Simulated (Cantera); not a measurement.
An adiabatic, constant-volume homogeneous reactor starts with 22.9 % H2, 19.7 % O2, 57.3 % N2, equivalence ratio 0.58, at 1675 K and 3750 Torr.

Model: the H2/O2 subset of GRI-Mech 3.0, which has no nitrogen chemistry, integrated in Cantera. The hydrogen kinetics of GRI-Mech 3.0 are dated; newer H2 mechanisms differ, most at raised pressure. Above 3000 K some thermodynamic fits are extrapolated.

### Question
Predict: time of steepest temperature rise; temperature at 0.600 s; equilibrium temperature; x(H2) at 0.600 s; x(O2) at 0.600 s; x(OH) at 0.600 s; x(H) at 0.600 s; x(H2O2) at 0.600 s; x(H2O) at 0.600 s; x(HO2) at 0.600 s.

### Answer
```
Quantity                                                             Value
---------------------------------  ---------------------------------------
time of steepest temperature rise                                  1.44 µs
temperature at 0.600 s                                              3079 K
equilibrium temperature                                             3079 K
x(H2) at 0.600 s                     0.0148 (gas-phase equilibrium 0.0148)
x(O2) at 0.600 s                     0.0819 (gas-phase equilibrium 0.0819)
x(OH) at 0.600 s                     0.0423 (gas-phase equilibrium 0.0423)
x(H) at 0.600 s                    0.00847 (gas-phase equilibrium 0.00847)
x(H2O2) at 0.600 s                 3.40e-6 (gas-phase equilibrium 3.40e-6)
x(H2O) at 0.600 s                      0.211 (gas-phase equilibrium 0.211)
x(HO2) at 0.600 s                  5.94e-5 (gas-phase equilibrium 5.94e-5)
```
